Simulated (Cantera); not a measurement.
A closed system holds: 1 mol SiC, 0.03 mol O₂, 460 mol H₂, equilibrated at 1.95 Torr.

These are equilibrium values from Cantera (NASA tables, ideal gas, pure condensed phases), not measurements of a reactor. Candidate condensed phases: C, C₆H₆, C₇H₈, C₈H₁₈, H₂O, Si, SiC, SiO₂; 123 gas species. The numbers say what is thermodynamically allowed, not how fast it happens. All values below are at 1850 K.

Base state: H₂ 0.989, H 0.0105, Si 0.000188, CO 0.000125, C₂H₂ (acetylene) 4.09e-5 (mole fractions); condensed: SiC(s).

Question: What changes in the equilibrium state with this change: pressure from 1.95 Torr to 1.00 Torr?

Answer: 
```
species             before     after
----------------  --------  --------
H₂                   0.989     0.985
H                   0.0105    0.0146
Si                0.000188  0.000265
C₂H₂ (acetylene)   4.09e-5   7.74e-5
CO                0.000125  0.000127
SiC(s), mol          0.902     0.866
```
